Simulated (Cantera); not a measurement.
Input: 1 mol Si, 2.4 mol Br2, 31 mol H2, held at 2.20 Pa.

Method: chemical equilibrium by Gibbs-energy minimisation in Cantera with the NASA 1993 tables (ideal gas, pure condensed phases). Candidate condensed phases: Br2, Si; 19 gas species. The tables' values for SiBr, SiBr3 are old estimates; treat these amounts as uncertain. Kinetics and transport are ignored.

x: gas mole fraction; n: condensed amount in mol.

```csv
T (K),x H2,x HBr,x Br,x SiBr4,x SiBr2,n Si(s)
675,0.944,0.0248,3.29e-9,0.0308,5.12e-7,0
775,0.943,0.0258,1.10e-7,0.0301,0.000310,0
875,0.911,0.0674,4.27e-6,0.0174,0.00372,___
975,0.878,0.105,5.78e-5,0.00293,0.0128,___
1075,0.874,0.108,0.000340,0.000170,0.0172,___
1175,0.876,0.103,0.00139,1.25e-5,0.0193,___
1275,0.877,0.0981,0.00450,1.30e-6,0.0203,0.317
1375,0.876,0.0908,0.0119,1.66e-7,0.0200,0.324
1475,0.873,0.0800,0.0262,2.24e-8,0.0175,___
1575,0.863,0.0649,0.0475,2.68e-9,0.0128,___
```

### Question
Complete the blanks.

### Answer

- 875, n Si(s): 0.287
- 975, n Si(s): 0.462
- 1075, n Si(s): 0.415
- 1175, n Si(s): 0.354
- 1475, n Si(s): 0.385
- 1575, n Si(s): 0.423
